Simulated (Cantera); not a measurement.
Cantera run:

```python
import numpy as np
import cantera as ct

gas_names = """
    H HI HO2 H2 H2O H2O2 I I2 O OH O2 O3
""".split()
cond_names = """
    H2O(s) H2O(L) I2(cr) I2(L)
""".split()


# ... load() reads the species with a 1 bar reference pressure and builds the phases ...
atoms = {
    'HI': {'H': 1, 'I': 1},
    'H2O': {'H': 2, 'O': 1},
}
top_T = {}  # K; cautious upper limits of use, not melting points


# ... equilibrate(T, P, feed) seeds the gas with the atoms and calls Mixture.equilibrate('TP', solver="vcs", rtol=1e-11, max_steps=5000) ...
results = []
feed = {'HI': 1, 'H2O': 0.078}  # mol
P = 101325  # Pa
for T in [1023, 1123, 1223, 1323, 1423, 1523, 1623, 1723, 1823, 1923, 2023, 2123, 2223, 2323]:
    mix = equilibrate(T, P, feed)
    results.append((T, P, feed, dict(zip(mix.species_names, mix.species_moles))))

top = {s: max(r[3][s] / sum(r[3][g] for g in gas_names) for r in results) for s in gas_names}
cols = sorted((s for s in top if top[s] > 1e-06), key=lambda s: -top[s])[:7]
seen = [c for c in cond_names if any(r[3].get(c, 0) > 1e-12 for r in results)]
print("log10 of partial pressures in bar; condensed amounts in mol")
print(f"{'T/K':>10s}" + "".join(f"{s[:9]:>10s}" for s in cols + seen))
for T, P, feed, n in results:
    ng = sum(n[g] for g in gas_names)
    print(f"{T:10.4g}" + "".join(f"{np.log10(max(n[s] / ng * P / 1e5, 1e-99)):10.3f}" for s in cols)
          + "".join(f"{n.get(c, 0):10.4g}" for c in seen))
```

It prints:

```
log10 of partial pressures in bar; condensed amounts in mol
       T/K        HI         I        H2        I2       H2O         H        OH
      1023    -0.177    -1.626    -0.880    -0.921    -1.140    -8.823   -11.663
      1123    -0.200    -1.283    -0.848    -0.936    -1.146    -7.795   -10.382
      1223    -0.231    -1.011    -0.814    -0.980    -1.156    -6.929    -9.317
      1323    -0.274    -0.800    -0.777    -1.057    -1.170    -6.188    -8.421
      1423    -0.329    -0.640    -0.739    -1.167    -1.187    -5.547    -7.659
      1523    -0.396    -0.522    -0.700    -1.306    -1.204    -4.986    -7.002
      1623    -0.473    -0.437    -0.664    -1.465    -1.221    -4.492    -6.428
      1723    -0.555    -0.377    -0.632    -1.635    -1.236    -4.055    -5.920
      1823    -0.640    -0.333    -0.606    -1.807    -1.248    -3.666    -5.466
      1923    -0.726    -0.302    -0.585    -1.978    -1.258    -3.319    -5.056
      2023    -0.810    -0.279    -0.569    -2.142    -1.266    -3.006    -4.685
      2123    -0.891    -0.262    -0.557    -2.299    -1.272    -2.724    -4.347
      2223    -0.969    -0.250    -0.548    -2.448    -1.278    -2.467    -4.038
      2323    -1.044    -0.240    -0.542    -2.588    -1.283    -2.234    -3.754
```

These are equilibrium values from Cantera (NASA tables, ideal gas, pure condensed phases), not measurements of a reactor.
